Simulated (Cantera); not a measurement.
## Carbon deposition, reforming and gasification: C₃H₆ + O₂ + N₂

Charge: 1 mol C₃H₆, 0.015 mol O₂, 0.78 mol N₂, equilibrated at 1873 K and 12.0 mbar.

Equilibrium computed with Cantera from the NASA thermochemical tables; the gas is ideal and each condensed phase is pure. Candidate condensed phases: C, C₆H₆, C₇H₈, C₈H₁₈, H₂O; 136 gas species. Rates play no part.

The x(H₂) comes out as 0.781, the x(N₂) comes out as 0.202 and the x(CO) is 0.00785. The x(H) is 0.00521 and the x(HCN) is 0.00344. The x(C₂H₂ (acetylene)) is 0.000244 and the x(HNC) is 0.000153. The x(CH₄) is 4.46e-6 and the n(C(graphite)) is 2.95 mol. The gas amount is 3.820 mol.
